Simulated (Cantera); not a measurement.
Feed: 1 mol SiH₂Cl₂, 0.32 mol O₂, 25 mol N₂, at 927 °C and 0.440 bar.

These are equilibrium values from Cantera (NASA tables, ideal gas, pure condensed phases), not measurements of a reactor. Candidate condensed phases: H₂O, NH₄Cl, Si, SiO₂, Si₂N₂O, Si₃N₄; 47 gas species. N₂ is the only nitrogen source here; it is nearly inert below about 1500 K, so the nitride shown seldom forms there in practice. Mutual solubility and eutectic melting of coexisting phases are not modelled. The tables hold silica as quartz up to 1696 K and as liquid above; real silica turns to tridymite and cristobalite and melts near 1996 K. The numbers say what is thermodynamically allowed, not how fast it happens.

Base state: N₂ 0.926, HCl 0.0701, H₂ 0.00265, SiCl₄ 0.00132 (mole fractions); condensed: SiO₂(β-quartz) + Si₂N₂O(s).

### Question
What changes in the equilibrium state with this change: temperature from 927 °C to 725 °C?

### Answer
| species | before | after |
|---|---|---|
| N₂ | 0.926 | 0.926 |
| HCl | 0.0701 | 0.0713 |
| H₂ | 0.00265 | 0.00201 |
| SiCl₄ | 0.00132 | 0.00101 |
| SiO₂(β-quartz), mol | 0.105 | 0.102 |
| Si₂N₂O(s), mol | 0.430 | 0.436 |

### Question
What changes in the equilibrium state with this change: temperature from 927 °C to 527 °C?

### Answer
```csv
species,before,after
N₂,0.926,0.925
HCl,0.0701,0.0727
H₂,0.00265,0.00135
SiCl₄,0.00132,0.000674
"SiO₂(β-quartz), mol",0.105,0
"Si₂N₂O(s), mol",0.430,0.441
"SiO₂(α-quartz), mol",0,0.0993
```
